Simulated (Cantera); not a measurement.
**Thermodynamics of silicon carbide growth, feed CH3SiH3 + C2H4 + H2**

Input: 1 mol CH3SiH3, 0.21 mol C2H4, a varied amount of H2, equilibrated at 2100 °C and 0.140 bar.

Equilibrium computed with Cantera from the NASA thermochemical tables; the gas is ideal and each condensed phase is pure. Candidate condensed phases: C, C6H6, C7H8, C8H18, Si, SiC; 87 gas species. The feed counts by its element totals alone. Gases not in the tables: Si2H6 and higher silanes. Kinetics and transport are ignored.

```csv
n(H2) (mol),x H2,x H,x Si,x C2H2 (acetylene),x SiH,n SiC(s)
160,0.956,0.0365,0.00304,0.00303,0.000359,0.254
190,0.956,0.0365,0.00311,0.00289,0.000368,0.0975
220,0.957,0.0365,0.00302,0.00269,0.000358,0
260,0.958,0.0365,0.00265,0.00233,0.000314,0
300,0.958,0.0365,0.00236,0.00205,0.000280,0
350,0.959,0.0366,0.00208,0.00178,0.000246,0
410,0.960,0.0366,0.00181,0.00154,0.000215,0
480,0.960,0.0366,0.00158,0.00133,0.000188,0
570,0.961,0.0366,0.00136,0.00114,0.000161,0
660,0.961,0.0366,0.00119,0.000989,0.000141,0
780,0.961,0.0366,0.00102,0.000843,0.000121,0
910,0.962,0.0366,0.000879,0.000727,0.000104,0
1100,0.962,0.0366,0.000735,0.000605,8.73e-5,0
```
x: gas mole fraction; n: condensed amount in mol.

From 160 mol H2 to 190 mol H2 the condensed part is SiC(s). From 220 mol H2 to 1100 mol H2 nothing is condensed. The main Si-bearing gas is Si throughout.
